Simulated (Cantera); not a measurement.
## Dilute partial oxidation

An isothermal, constant-pressure homogeneous reactor starts with 6.40 % CH4, 6.40 % O2, 87.2 % N2, equivalence ratio 2.0, at 1375 K and 9.87 atm.

Computed with Cantera and GRI-Mech 3.0 (53 species, 325 reactions). The temperature is held fixed by assumption; the heat of reaction is taken as removed at once.

```tsv
t (s)	x CH4	x O2	x O	x CH2	x OH	x CH3
2.00e-5	0.0640	0.0640	5.10e-10	<1e-12	2.04e-9	1.31e-6
4.33e-5	0.0639	0.0640	1.28e-9	1.03e-12	4.84e-9	3.71e-6
9.38e-5	0.0639	0.0639	3.07e-9	5.87e-12	9.95e-9	9.42e-6
0.000203	0.0639	0.0639	4.69e-9	1.32e-11	1.45e-8	1.42e-5
0.000440	0.0638	0.0639	6.06e-9	2.02e-11	2.00e-8	1.68e-5
0.000953	0.0634	0.0636	9.69e-9	4.21e-11	3.57e-8	2.20e-5
0.00206	0.0615	0.0625	2.46e-8	1.70e-10	1.03e-7	3.50e-5
0.00447	0.0411	0.0450	3.30e-7	6.97e-9	1.26e-6	8.97e-5
0.00969	0.0125	0.00263	3.26e-8	4.23e-9	1.32e-7	1.69e-5
0.0210	0.0119	0.000611	2.56e-9	8.86e-10	3.08e-8	5.47e-6
0.0454	0.0118	0.000181	3.54e-10	2.01e-10	1.34e-8	2.59e-6
0.0984	0.0118	4.36e-5	5.33e-11	4.31e-11	8.16e-9	1.63e-6
0.213	0.0117	4.32e-6	4.50e-12	1.25e-11	6.78e-9	1.37e-6
0.462	0.0116	3.62e-8	<1e-12	9.35e-12	6.53e-9	1.32e-6
1.00	0.0114	<1e-12	<1e-12	8.96e-12	6.34e-9	1.29e-6
```
x: mole fraction; the columns are a selection and need not sum to one.

Equilibrium at this temperature and pressure: CH4 9.06e-7, O2 <1e-12, O <1e-12, CH2 <1e-12, OH 3.33e-9, CH3 7.24e-11 (gas phase only).
